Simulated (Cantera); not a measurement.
An adiabatic, constant-pressure homogeneous reactor starts with CO : H₂ : O₂ : N₂ = 1 : 0.069 : 0.775 : 2.91 (molar parts), at 1350 K and 0.410 bar.

Detailed kinetics in Cantera: GRI-Mech 3.0 (53 species, 325 reactions).

Q: Predict: time of steepest temperature rise; temperature at 0.300 s; equilibrium temperature; x(CO) at 0.300 s; x(H₂) at 0.300 s; x(O₂) at 0.300 s; x(HO₂) at 0.300 s; x(OH) at 0.300 s.

A: 
```
Quantity                                                               Value
---------------------------------  -----------------------------------------
time of steepest temperature rise                                   0.163 ms
temperature at 0.300 s                                                2561 K
equilibrium temperature                                               2561 K
x(CO) at 0.300 s                       0.0529 (gas-phase equilibrium 0.0529)
x(H₂) at 0.300 s                   0.000557 (gas-phase equilibrium 0.000557)
x(O₂) at 0.300 s                       0.0699 (gas-phase equilibrium 0.0699)
x(HO₂) at 0.300 s                    2.01e-6 (gas-phase equilibrium 2.01e-6)
x(OH) at 0.300 s                     0.00569 (gas-phase equilibrium 0.00569)
```
